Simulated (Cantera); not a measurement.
Feed: 1 mol HgO, 1 mol H2, 7.7 mol N2, at 600 K and 1.90 bar.

Method: chemical equilibrium by Gibbs-energy minimisation in Cantera with the NASA 1993 tables (ideal gas, pure condensed phases). Candidate condensed phases: H2O, Hg, HgO; 25 gas species. Equilibrium is a limit: real reactors are often held back by kinetics, nucleation or transport.

Base state: N2 0.794, H2O 0.103, Hg 0.103 (mole fractions); condensed: gas only.

### Question
What changes in the equilibrium state with this change: H2 from 1 to 1.7 mol?

### Answer
```tsv
species	before	after
N2	0.794	0.741
H2O	0.103	0.0963
Hg	0.103	0.0963
H2	<1e-9	0.0657
NH3	<1e-9	0.00114
```

### Question
What changes in the equilibrium state with this change: H2 from 1 to 3.9 mol?

### Answer
| species | before | after |
|---|---|---|
| N2 | 0.794 | 0.612 |
| H2 | <1e-9 | 0.222 |
| H2O | 0.103 | 0.0799 |
| Hg | 0.103 | 0.0799 |
| NH3 | <1e-9 | 0.00647 |
